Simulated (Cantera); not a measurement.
NaOH + H2O + C (calcination and drying)

A closed system holds: 1 mol NaOH, 1.5 mol H2O, 1.7 mol C, at 0.230 bar.

Cantera equilibrium calculation (NASA polynomials, part measured and part estimated; ideal gas, pure solids and liquids). Candidate condensed phases: C, C6H6, C7H8, C8H18, H2O, Na, NaOH, NaO2, Na2CO3, Na2O, Na2O2; 117 gas species. Rates play no part.

At 827 °C the condensed part is C(graphite) + Na2CO3(s). At 902 °C the condensed part is C(graphite) + Na2CO3(l). From 977 °C to 1127 °C the condensed part is Na2CO3(l). From 1202 °C to 1277 °C nothing is condensed. The main Na-bearing gas is Na throughout.

| T (°C) | log p H2 | log p CO | log p Na | log p H2O | log p CO2 | log p NaOH | n C(graphite) | n Na2CO3(s) | n Na2CO3(l) |
|---|---|---|---|---|---|---|---|---|---|
| 827 | -0.82 | -1.12 | -3.35 | -2.99 | -3.30 | -5.18 | 0.203 | 0.497 | 0 |
| 902 | -0.87 | -1.08 | -1.98 | -3.41 | -3.73 | -4.37 | 0.0487 | 0 | 0.422 |
| 977 | -0.90 | -1.07 | -1.81 | -2.73 | -3.10 | -3.66 | 0 | 0 | 0.378 |
| 1052 | -0.94 | -1.08 | -1.66 | -2.15 | -2.57 | -3.04 | 0 | 0 | 0.313 |
| 1127 | -1.04 | -1.11 | -1.46 | -1.76 | -2.17 | -2.51 | 0 | 0 | 0.152 |
| 1202 | -1.14 | -1.13 | -1.35 | -1.61 | -1.99 | -2.30 | 0 | 0 | 0 |
| 1277 | -1.15 | -1.13 | -1.35 | -1.59 | -2.02 | -2.37 | 0 | 0 | 0 |
log p: log10 of the partial pressure in bar; n: condensed amount in mol.
